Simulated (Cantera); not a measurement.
An isothermal, constant-pressure homogeneous reactor starts with NO : N2 = 1 : 0.13 (molar parts), at 1850 K and 0.0109 atm. Integrator tolerance rtol = 1e-08.

Model: GRI-Mech 3.0 (53 species, 325 reactions), integrated in Cantera. Radical loss at walls, strong at low pressure, is not modelled.

Task: What does this change do: pressure from 0.0109 atm to 0.296 atm?

Result: 
| quantity | before | after |
|---|---|---|
| x(NO) at 2.00 s | 0.865 (gas-phase equilibrium 0.00597) | 0.601 (gas-phase equilibrium 0.00597) |
| x(N2) at 2.00 s | 0.125 (gas-phase equilibrium 0.554) | 0.257 (gas-phase equilibrium 0.554) |
| x(O) at 2.00 s | 0.000360 (gas-phase equilibrium 0.00122) | 0.000139 (gas-phase equilibrium 0.000235) |
| x(N2O) at 2.00 s | 0.000236 (gas-phase equilibrium 3.00e-8) | 0.000137 (gas-phase equilibrium 1.57e-7) |
| x(NO2) at 2.00 s | 4.18e-5 (gas-phase equilibrium 2.05e-6) | 0.000614 (gas-phase equilibrium 1.07e-5) |
| x(O2) at 2.00 s | 0.00940 (gas-phase equilibrium 0.439) | 0.141 (gas-phase equilibrium 0.439) |

Task: What does this change do: pressure from 0.0109 atm to 1.78 atm?

Result: 
```csv
quantity,before,after
x(NO) at 2.00 s,0.865 (gas-phase equilibrium 0.00597),0.221 (gas-phase equilibrium 0.00597)
x(N2) at 2.00 s,0.125 (gas-phase equilibrium 0.554),0.447 (gas-phase equilibrium 0.555)
x(O) at 2.00 s,0.000360 (gas-phase equilibrium 0.00122),8.38e-5 (gas-phase equilibrium 9.58e-5)
x(N2O) at 2.00 s,0.000236 (gas-phase equilibrium 3.00e-8),2.08e-5 (gas-phase equilibrium 3.84e-7)
x(NO2) at 2.00 s,4.18e-5 (gas-phase equilibrium 2.05e-6),0.000844 (gas-phase equilibrium 2.62e-5)
x(O2) at 2.00 s,0.00940 (gas-phase equilibrium 0.439),0.331 (gas-phase equilibrium 0.439)
```
